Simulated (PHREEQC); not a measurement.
**Copper plating or etch bath**

A solution holds 0.076 mol CuSO4, 0.0053 mol HCl and 0.22 mol NaCl per kg of water, at 25 °C. Closed to the air; pH follows from the charge balance.

Computed with PHREEQC (ion-association model, phreeqc.dat).

No solid was allowed to form.

**Question.** Predict the pH.

**Answer.** pH 2.68.

**Question.** In which forms is S present?

**Answer.** SO4-2 55 %, CuSO4 28 %, NaSO4- 13 %, HSO4- 3.4 % of the S.
